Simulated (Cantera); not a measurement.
## Adiabatic ignition

An adiabatic, constant-pressure homogeneous reactor starts with CH4 : H2 : O2 : N2 : CO2 = 1 : 0.19 : 3.95 : 14.9 : 0.83 (molar parts), at 1400 K and 0.410 bar.

Detailed kinetics in Cantera: GRI-Mech 3.0 (53 species, 325 reactions).

```json
[
 {"t (s)": "8.00e-6", "T (K)": "1400", "x CH4": "0.0479", "x H2": "0.00910", "x O2": "0.189", "x H2O": "9.04e-9", "x O": "2.43e-9", "x OH": "3.06e-9", "x NO": "<1e-12"},
 {"t (s)": "1.72e-5", "T (K)": "1400", "x CH4": "0.0479", "x H2": "0.00910", "x O2": "0.189", "x H2O": "3.40e-8", "x O": "3.32e-9", "x OH": "4.36e-9", "x NO": "<1e-12"},
 {"t (s)": "3.71e-5", "T (K)": "1400", "x CH4": "0.0479", "x H2": "0.00910", "x O2": "0.189", "x H2O": "1.09e-7", "x O": "4.57e-9", "x OH": "6.27e-9", "x NO": "<1e-12"},
 {"t (s)": "8.00e-5", "T (K)": "1400", "x CH4": "0.0479", "x H2": "0.00910", "x O2": "0.189", "x H2O": "3.71e-7", "x O": "7.75e-9", "x OH": "1.13e-8", "x NO": "<1e-12"},
 {"t (s)": "0.000172", "T (K)": "1400", "x CH4": "0.0479", "x H2": "0.00910", "x O2": "0.189", "x H2O": "1.59e-6", "x O": "1.80e-8", "x OH": "2.72e-8", "x NO": "<1e-12"},
 {"t (s)": "0.000371", "T (K)": "1400", "x CH4": "0.0479", "x H2": "0.00910", "x O2": "0.189", "x H2O": "9.96e-6", "x O": "6.85e-8", "x OH": "1.05e-7", "x NO": "<1e-12"},
 {"t (s)": "0.000800", "T (K)": "1400", "x CH4": "0.0478", "x H2": "0.00907", "x O2": "0.189", "x H2O": "0.000133", "x O": "6.09e-7", "x OH": "9.48e-7", "x NO": "<1e-12"},
 {"t (s)": "0.00172", "T (K)": "1427", "x CH4": "0.0426", "x H2": "0.00938", "x O2": "0.185", "x H2O": "0.00505", "x O": "1.01e-5", "x OH": "2.42e-5", "x NO": "2.11e-11"},
 {"t (s)": "0.00371", "T (K)": "2262", "x CH4": "<1e-12", "x H2": "0.00228", "x O2": "0.0896", "x H2O": "0.0958", "x O": "0.00506", "x OH": "0.0104", "x NO": "0.000144"},
 {"t (s)": "0.00800", "T (K)": "2327", "x CH4": "<1e-12", "x H2": "0.00130", "x O2": "0.0887", "x H2O": "0.0988", "x O": "0.00280", "x OH": "0.00826", "x NO": "0.000513"},
 {"t (s)": "0.0172", "T (K)": "2328", "x CH4": "<1e-12", "x H2": "0.00127", "x O2": "0.0884", "x H2O": "0.0990", "x O": "0.00273", "x OH": "0.00816", "x NO": "0.00123"},
 {"t (s)": "0.0371", "T (K)": "2326", "x CH4": "<1e-12", "x H2": "0.00126", "x O2": "0.0877", "x H2O": "0.0990", "x O": "0.00268", "x OH": "0.00808", "x NO": "0.00264"},
 {"t (s)": "0.0800", "T (K)": "2322", "x CH4": "<1e-12", "x H2": "0.00125", "x O2": "0.0865", "x H2O": "0.0991", "x O": "0.00261", "x OH": "0.00795", "x NO": "0.00505"},
 {"t (s)": "0.172", "T (K)": "2318", "x CH4": "<1e-12", "x H2": "0.00123", "x O2": "0.0851", "x H2O": "0.0992", "x O": "0.00253", "x OH": "0.00780", "x NO": "0.00792"},
 {"t (s)": "0.371", "T (K)": "2316", "x CH4": "<1e-12", "x H2": "0.00122", "x O2": "0.0843", "x H2O": "0.0993", "x O": "0.00248", "x OH": "0.00771", "x NO": "0.00953"},
 {"t (s)": "0.800", "T (K)": "2315", "x CH4": "<1e-12", "x H2": "0.00122", "x O2": "0.0842", "x H2O": "0.0993", "x O": "0.00247", "x OH": "0.00770", "x NO": "0.00975"}
]
```
x: mole fraction; the columns are a selection and need not sum to one.

```yaml
time_of_steepest_temperature_rise: 2.05 ms
temperature at 0.800 s: 2315 K
equilibrium_temperature: 2315 K
x(CH4) at 0.800 s: <1e-12 (gas-phase equilibrium <1e-12)
x(H2) at 0.800 s: 0.00122 (gas-phase equilibrium 0.00122)
x(O2) at 0.800 s: 0.0842 (gas-phase equilibrium 0.0842)
```
